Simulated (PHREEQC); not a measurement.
A solution holds 0.0057 mol NaHSO4, 0.0024 mol Na2HPO4 and 0.00012 mol NaCl per kg of water, at 25 °C. Closed to the air; pH follows from the charge balance.

Model: ion-association model, wateq4f.dat, run in PHREEQC.

Precipitation was switched off in this run.

### Question
Estimate the pH.

### Answer
pH 2.71.

### Question
In which forms is Na present?

### Answer
Na+ 99 %, NaSO4- 1.4 % of the Na.

Species that the database lacks are ignored. H3PO4, which wateq4f.dat lacks, is added to it with the constant of phreeqc.dat.
